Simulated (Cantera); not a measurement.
Standard-state values (1 bar) from the NASA 1993 polynomials, evaluated with Cantera. Values are per mole of reaction as written; species without (g) are pure solids or liquids, kept so even where they would boil at 1 bar.

CO2(g) + Pb(g) ⇌ PbO + CO(g)

```
T (K)  ΔH° (kJ)  ΔS° (J/K)  ΔG° (kJ)  log10 K  condensed phases
-----  --------  ---------  --------  -------  ----------------
300           …          …         …        …          PbO(red)
573           …          …         …        …          PbO(red)
723           …          …         …        …          PbO(red)
873           …          …         …        …       PbO(yellow)
1023     -119.3     -104.0     -13.0     0.66       PbO(yellow)
1173      -91.2      -79.6       2.2    -0.10            PbO(l)
1323      -87.9      -77.0      13.9    -0.55            PbO(l)
1473      -84.8      -74.7      25.3    -0.90            PbO(l)
```

What belongs in the gaps?


- 300, ΔH° (kJ): -131.6
- 300, ΔS° (J/K): -125.1
- 300, ΔG° (kJ): -94.1
- 300, log10 K: 16.38
- 573, ΔH° (kJ): -126.8
- 573, ΔS° (J/K): -113.7
- 573, ΔG° (kJ): -61.6
- 573, log10 K: 5.62
- 723, ΔH° (kJ): -124.1
- 723, ΔS° (J/K): -109.6
- 723, ΔG° (kJ): -44.9
- 723, log10 K: 3.24
- 873, ΔH° (kJ): -121.7
- 873, ΔS° (J/K): -106.4
- 873, ΔG° (kJ): -28.7
- 873, log10 K: 1.72
